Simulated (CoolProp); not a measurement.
Vapour-liquid equilibrium of toluene (1) + n-dodecane (2) at 522 K; x and y are mole fractions of (1).

The numbers come from the multi-fluid Helmholtz-energy mixture model, Lemmon 2006 and Lemmon 2004; pair parameters Bell 2016 in CoolProp.

Problem. Give the bubble pressure and the first vapour's composition at x = 0.2, 0.5, 0.8. Is there an azeotrope?

Solution. x = 0.2: 406.9 kPa, y = 0.553; x = 0.5: 800.0 kPa, y = 0.837; x = 0.8: 1274 kPa, y = 0.951. No azeotrope shows between x = 0.05 and 0.95.

The pair parameters rest on a limited set of measurements; away from them the model extrapolates.
